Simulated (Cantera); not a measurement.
A Cantera script and what it prints.

```python
import numpy as np
import cantera as ct

gas_names = """
    Fe FeO Fe(OH)2 H HO2 H2 H2O H2O2 O OH O2 O3
""".split()
cond_names = """
    Fe(a) Fe(c) Fe(d) Fe(L) FeO(s) FeO(L) Fe(OH)2(s) Fe(OH)3(s) Fe2O3(s) Fe3O4(s) H2O(s) H2O(L)
""".split()


# ... load() reads the species with a 1 bar reference pressure and builds the phases ...
atoms = {
    'Fe': {'Fe': 1},
    'H2O': {'H': 2, 'O': 1},
    'H2': {'H': 2},
}
top_T = {'Fe2O3(s)': 1830, 'Fe3O4(s)': 1870}  # K; cautious upper limits of use, not melting points


# ... equilibrate(T, P, feed) seeds the gas with the atoms and calls Mixture.equilibrate('TP', solver="vcs", rtol=1e-11, max_steps=5000) ...
results = []
P = 13332.2  # Pa
for T in [1098, 1148, 1198, 1248, 1298, 1348, 1398, 1448, 1498, 1548, 1598]:
    for m in [0.26, 0.33, 0.42, 0.52, 0.66, 0.83, 1, 1.3, 1.7, 2.1, 2.6, 3.3]:
        feed = {'Fe': 1, 'H2O': 2.3, 'H2': m}  # mol
        mix = equilibrate(T, P, feed)
        results.append((T, P, feed, dict(zip(mix.species_names, mix.species_moles))))

for T, P, feed, n in results:
    print(f"{T:7g} {feed['H2']:10.4g}  " + (" + ".join(c for c in cond_names if n.get(c, 0) > 1e-12) or "gas only"))
```

Output:

```
   1098       0.26  FeO(s)
   1098       0.33  FeO(s)
   1098       0.42  FeO(s)
   1098       0.52  FeO(s)
   1098       0.66  FeO(s)
   1098       0.83  FeO(s)
   1098          1  FeO(s)
   1098        1.3  FeO(s)
   1098        1.7  FeO(s)
   1098        2.1  FeO(s)
   1098        2.6  FeO(s)
   1098        3.3  FeO(s)
   1148       0.26  FeO(s)
   1148       0.33  FeO(s)
   1148       0.42  FeO(s)
   1148       0.52  FeO(s)
   1148       0.66  FeO(s)
   1148       0.83  FeO(s)
   1148          1  FeO(s)
   1148        1.3  FeO(s)
   1148        1.7  FeO(s)
   1148        2.1  FeO(s)
   1148        2.6  FeO(s)
   1148        3.3  FeO(s)
   1198       0.26  FeO(s)
   1198       0.33  FeO(s)
   1198       0.42  FeO(s)
   1198       0.52  FeO(s)
   1198       0.66  FeO(s)
   1198       0.83  FeO(s)
   1198          1  FeO(s)
   1198        1.3  FeO(s)
   1198        1.7  FeO(s)
   1198        2.1  FeO(s)
   1198        2.6  FeO(s)
   1198        3.3  FeO(s)
   1248       0.26  FeO(s)
   1248       0.33  FeO(s)
   1248       0.42  FeO(s)
   1248       0.52  FeO(s)
   1248       0.66  FeO(s)
   1248       0.83  FeO(s)
   1248          1  FeO(s)
   1248        1.3  FeO(s)
   1248        1.7  FeO(s)
   1248        2.1  FeO(s)
   1248        2.6  FeO(s)
   1248        3.3  FeO(s)
   1298       0.26  FeO(s)
   1298       0.33  FeO(s)
   1298       0.42  FeO(s)
   1298       0.52  FeO(s)
   1298       0.66  FeO(s)
   1298       0.83  FeO(s)
   1298          1  FeO(s)
   1298        1.3  FeO(s)
   1298        1.7  FeO(s)
   1298        2.1  FeO(s)
   1298        2.6  FeO(s)
   1298        3.3  Fe(c) + FeO(s)
   1348       0.26  FeO(s)
   1348       0.33  FeO(s)
   1348       0.42  FeO(s)
   1348       0.52  FeO(s)
   1348       0.66  FeO(s)
   1348       0.83  FeO(s)
   1348          1  FeO(s)
   1348        1.3  FeO(s)
   1348        1.7  FeO(s)
   1348        2.1  FeO(s)
   1348        2.6  FeO(s)
   1348        3.3  Fe(c) + FeO(s)
   1398       0.26  FeO(s)
   1398       0.33  FeO(s)
   1398       0.42  FeO(s)
   1398       0.52  FeO(s)
   1398       0.66  FeO(s)
   1398       0.83  FeO(s)
   1398          1  FeO(s)
   1398        1.3  FeO(s)
   1398        1.7  FeO(s)
   1398        2.1  FeO(s)
   1398        2.6  Fe(c) + FeO(s)
   1398        3.3  Fe(c) + FeO(s)
   1448       0.26  FeO(s)
   1448       0.33  FeO(s)
   1448       0.42  FeO(s)
   1448       0.52  FeO(s)
   1448       0.66  FeO(s)
   1448       0.83  FeO(s)
   1448          1  FeO(s)
   1448        1.3  FeO(s)
   1448        1.7  FeO(s)
   1448        2.1  FeO(s)
   1448        2.6  Fe(c) + FeO(s)
   1448        3.3  Fe(c) + FeO(s)
   1498       0.26  FeO(s)
   1498       0.33  FeO(s)
   1498       0.42  FeO(s)
   1498       0.52  FeO(s)
   1498       0.66  FeO(s)
   1498       0.83  FeO(s)
   1498          1  FeO(s)
   1498        1.3  FeO(s)
   1498        1.7  FeO(s)
   1498        2.1  FeO(s)
   1498        2.6  Fe(c) + FeO(s)
   1498        3.3  Fe(c) + FeO(s)
   1548       0.26  FeO(s)
   1548       0.33  FeO(s)
   1548       0.42  FeO(s)
   1548       0.52  FeO(s)
   1548       0.66  FeO(s)
   1548       0.83  FeO(s)
   1548          1  FeO(s)
   1548        1.3  FeO(s)
   1548        1.7  FeO(s)
   1548        2.1  Fe(c) + FeO(s)
   1548        2.6  Fe(c) + FeO(s)
   1548        3.3  Fe(c) + FeO(s)
   1598       0.26  FeO(s)
   1598       0.33  FeO(s)
   1598       0.42  FeO(s)
   1598       0.52  FeO(s)
   1598       0.66  FeO(s)
   1598       0.83  FeO(s)
   1598          1  FeO(s)
   1598        1.3  FeO(s)
   1598        1.7  FeO(s)
   1598        2.1  Fe(c) + FeO(s)
   1598        2.6  Fe(c) + FeO(s)
   1598        3.3  Fe(c) + FeO(s)
```

These are equilibrium values from Cantera (NASA tables, ideal gas, pure condensed phases), not measurements of a reactor. Mutual solubility and eutectic melting of coexisting phases are not modelled. The tables' stoichiometric FeO is somewhat more stable than real wüstite, so its field is too wide. FeO: taken at fixed stoichiometry.
